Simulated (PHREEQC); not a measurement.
Make-up at 10 °C: 0.057 mol KH2PO4, 0.0015 mol Na2HPO4 and 4.7e-05 mol NaCl per kg of water. Closed to the air; pH follows from the charge balance.

Computed with PHREEQC (ion-association model, phreeqc.dat).

```
quantity                   before    after
------------------------  -------  -------
pH                           5.39     3.71
ionic strength (mol/kgw)   0.0614   0.0603
HPO4-2 (mol/kgw)          0.00145  3.08e-5
KHPO4- (mol/kgw)          7.03e-5  1.50e-6
H3PO4 (mol/kgw)           2.31e-5  0.00110
NaHPO4- (mol/kgw)         3.82e-6  8.14e-8
```

Task: Which change was made?
A. NaCl left out
B. Na2HPO4 from 0.0015 to 0.0003 mol/kgw
C. 0.0033 mol/kgw HF added
D. temperature from 10 to 35 °C
E. diluted 10-fold with water

Result: C, 0.0033 mol/kgw HF added

No solid was allowed to form. Constants without temperature data keep their 25 °C values here.
